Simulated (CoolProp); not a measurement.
Methanol at several states: density (kg/m³) from the reference equation and from simpler models built on Tc = 513.4 K, pc = 8216 kPa, ω = 0.565; each cubic takes its own stable root.

Computed with CoolProp (reference Helmholtz-energy equation of state, de Reuck 1993).

```json
[
 {"T (K)": "329.8", "p (kPa)": "437", "phase": "liquid", "reference": "756.5", "van der Waals": "5.353", "Soave-Redlich-Kwong": "582.5", "Peng-Robinson": "656.7"},
 {"T (K)": "585.6", "p (kPa)": "565", "phase": "gas", "reference": "3.768", "van der Waals": "3.775", "Soave-Redlich-Kwong": "3.769", "Peng-Robinson": "3.778"},
 {"T (K)": "585.5", "p (kPa)": "516", "phase": "gas", "reference": "3.438", "van der Waals": "3.443", "Soave-Redlich-Kwong": "3.439", "Peng-Robinson": "3.446"},
 {"T (K)": "253.6", "p (kPa)": "16400", "phase": "liquid", "reference": "840.1", "van der Waals": "415.8", "Soave-Redlich-Kwong": "637.0", "Peng-Robinson": "714.1"},
 {"T (K)": "336.8", "p (kPa)": "6090", "phase": "liquid", "reference": "756.4", "van der Waals": "372.1", "Soave-Redlich-Kwong": "579.8", "Peng-Robinson": "653.5"}
]
```

At some of these states van der Waals gives the other phase, because its saturation line lies elsewhere.
